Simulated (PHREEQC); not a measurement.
Make-up at 25 °C: 0.21 mol/kgw NaBr, 6.7e-05 mol/kgw Na2SO4 and 0.054 mol/kgw KBr. Closed to the air; pH follows from the charge balance.

All values are PHREEQC results (ion-association model, phreeqc.dat), not measurements.

```csv
quantity,before,after
pH,6.97,6.98
SO4-2 (mol/kgw),4.87e-5,2.70e-5
NaSO4- (mol/kgw),1.36e-5,4.81e-6
KSO4- (mol/kgw),4.61e-6,1.68e-6
```

Task: Name the change that produced these shifts.
A. NaBr replaced by Na2HPO4 at the same molality
B. diluted 2-fold with water
C. 0.037 mol/kgw H3BO3 added
D. temperature from 25 to 40 °C

Result: B, diluted 2-fold with water

Precipitation was switched off in this run.
